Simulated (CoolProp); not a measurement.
A Linde-Hampson liquefier for dry air: isothermal reversible compression at 280 K from 1 atm to 20 MPa, throttling to 1 atm, return gas leaving the recuperator 5 K below the feed. Each further row changes one setting.

Model: reference Helmholtz-energy equation of state, Lemmon 2000, in CoolProp. It is a pseudo-pure fit of the blend.

```json
[
 {"case": "as stated", "liquid yield per pass": "0.088", "compression work (kJ/kg of gas)": "421"},
 {"case": "high pressure 40 MPa", "liquid yield per pass": "0.118", "compression work (kJ/kg of gas)": "482"},
 {"case": "warm-end temperature 310 K", "liquid yield per pass": "0.062", "compression work (kJ/kg of gas)": "470"},
 {"case": "warm-end gap 10 K", "liquid yield per pass": "0.076", "compression work (kJ/kg of gas)": "421"}
]
```
